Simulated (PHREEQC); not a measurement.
Make-up at 55 °C: 0.0072 mol Na2SeO3 per kg of water. Closed to the air; pH follows from the charge balance.

Equilibrium calculation in PHREEQC: ion-association model, wateq4f.dat.

Each row changes one thing in this solution. Precipitation was switched off in this run.

```
case                                                 pH  ionic strength (mol/kgw)
------------------------------------------------  -----  ------------------------
as made                                            9.61                    0.0213
8.4e-05 mol/kgw LiOH added                         9.67                    0.0214
temperature from 55 to 90 °C                       9.23                    0.0209
Na2SeO3 replaced by NaNO3 at the same molality     6.57                   0.00720
diluted 10-fold with water                         9.17                   0.00205
Na2SeO3 replaced by H2SeO3 at the same molality    2.56                   0.00293
diluted 5-fold with water                          9.31                   0.00416
Na2SeO3 replaced by Na2SiO3 at the same molality  10.94                    0.0147
```

At this temperature some constants are extrapolated from 25 °C, and those without enthalpy data are left unchanged.
